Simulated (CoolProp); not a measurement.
Toluene along the isobar 3.33 bar: Z from the reference equation and from simpler models built on Tc = 318.6 °C, pc = 41.26 bar, ω = 0.266; each cubic takes its own stable root.

Values from CoolProp's reference Helmholtz-energy equation of state, Lemmon 2006. It is a short technical equation, of lower accuracy than the large ones.

| T (°C) | phase | reference | van der Waals | Soave-Redlich-Kwong | Peng-Robinson |
|---|---|---|---|---|---|
| 36.65 | liquid | 0.01399 | 0.02381 | 0.01569 | 0.01393 |
| 43.35 | liquid | 0.01379 | 0.02347 | ? | 0.01372 |
| 50.05 | liquid | 0.01361 | 0.02314 | 0.01523 | 0.01352 |
| 56.75 | liquid | 0.01344 | 0.02283 | ? | 0.01333 |
| 63.45 | liquid | 0.01327 | 0.02254 | 0.01483 | 0.01316 |
| 70.15 | liquid | 0.01311 | ? | ? | 0.01299 |
| 76.85 | liquid | 0.01297 | 0.02201 | 0.01447 | 0.01283 |
| 83.45 | liquid | 0.01283 | 0.9163 | 0.01432 | 0.01269 |
| 90.15 | liquid | 0.01269 | 0.9200 | 0.01417 | 0.01255 |
| 96.85 | liquid | ? | 0.9235 | 0.01403 | 0.01242 |
| 103.55 | liquid | 0.01245 | 0.9267 | 0.01390 | 0.01230 |
| 110.25 | liquid | ? | ? | 0.01378 | ? |
| 116.95 | liquid | 0.01224 | 0.9327 | 0.01367 | 0.01209 |
| 123.65 | liquid | 0.01214 | 0.9354 | 0.01357 | 0.01200 |
| 130.35 | liquid | 0.01205 | 0.9380 | 0.01348 | 0.01191 |
| 136.95 | liquid | 0.01197 | 0.9403 | 0.01340 | 0.01184 |

Question: Some entries are withheld; supply them.

Answer: 
- 43.35, Soave-Redlich-Kwong: 0.01545
- 56.75, Soave-Redlich-Kwong: 0.01502
- 70.15, van der Waals: 0.02226
- 70.15, Soave-Redlich-Kwong: 0.01465
- 96.85, reference: 0.01257
- 110.25, reference: 0.01234
- 110.25, van der Waals: 0.9298
- 110.25, Peng-Robinson: 0.01219

At some of these states van der Waals gives the other phase, because its saturation line lies elsewhere.
